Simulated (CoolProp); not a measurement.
Computed with CoolProp (reference Helmholtz-energy equation of state, Lemmon 2006). It is a short technical equation, of lower accuracy than the large ones.

Question: For nitrous oxide, give the phase and the density (kg/m³), cv (kJ/(kg K)), isothermal compressibility (1/MPa) at 60.95 °C and 8360 kPa; 60.95 °C and 27900 kPa.

Answer: 
- 60.95 °C and 8360 kPa: supercritical; density 223, cv 0.908, isothermal compressibility 0.237
- 60.95 °C and 27900 kPa: supercritical; density 810, cv 0.908, isothermal compressibility 0.00899
